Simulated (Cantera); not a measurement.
A perfectly stirred reactor is fed with C₃H₈ : H₂ = 1 : 45 (molar parts), at 0.00138 atm; it is held at 1850 K, and followed from long to short residence time.

Computed with Cantera and GRI-Mech 3.0 (53 species, 325 reactions). GRI-Mech 3.0 was tuned for natural gas; its chemistry of propane as a main component is partial and can be far from experiment. GRI-Mech 3.0 stops at C3 and has no aromatics, soot or wall deposition, so with more carbon than oxygen in the feed, carbon stays in small species such as C2H2 where larger ones or solid carbon would form. Radical loss at walls, strong at low pressure, is not modelled.

Problem. What does this change do: C3H8 1 to 5.9 parts?

Solution. 
| quantity | before | after |
|---|---|---|
| x(C₃H₈) at τ = 16.0 s | 3.54e-7 | 1.65e-6 |
| x(H₂) at τ = 16.0 s | 0.961 | 0.861 |
| x(C₂H₂) at τ = 16.0 s | 0.0291 | 0.126 |
| x(CH₄) at τ = 16.0 s | 0.00268 | 0.00597 |
| x(CH₃) at τ = 16.0 s | 0.000380 | 0.000824 |
| x(C₃H₈) at τ = 51.0 ms | 0.000122 | 0.000535 |
| x(H₂) at τ = 51.0 ms | 0.949 | 0.810 |
| x(C₂H₂) at τ = 51.0 ms | 0.0160 | 0.0886 |
| x(CH₄) at τ = 51.0 ms | 0.0244 | 0.0752 |
| x(CH₃) at τ = 51.0 ms | 0.00325 | 0.0122 |

Problem. What does this change do: temperature 1850 to 1698 K?

Solution. 
```json
[
 {"quantity": "x(C₃H₈) at τ = 16.0 s", "before": "3.54e-7", "after": "1.05e-6"},
 {"quantity": "x(H₂) at τ = 16.0 s", "before": "0.961", "after": "0.963"},
 {"quantity": "x(C₂H₂) at τ = 16.0 s", "before": "0.0291", "after": "0.0272"},
 {"quantity": "x(CH₄) at τ = 16.0 s", "before": "0.00268", "after": "0.00669"},
 {"quantity": "x(CH₃) at τ = 16.0 s", "before": "0.000380", "after": "0.000408"},
 {"quantity": "x(C₃H₈) at τ = 51.0 ms", "before": "0.000122", "after": "0.000267"},
 {"quantity": "x(H₂) at τ = 51.0 ms", "before": "0.949", "after": "0.951"},
 {"quantity": "x(C₂H₂) at τ = 51.0 ms", "before": "0.0160", "after": "0.0144"},
 {"quantity": "x(CH₄) at τ = 51.0 ms", "before": "0.0244", "after": "0.0250"},
 {"quantity": "x(CH₃) at τ = 51.0 ms", "before": "0.00325", "after": "0.00236"}
]
```
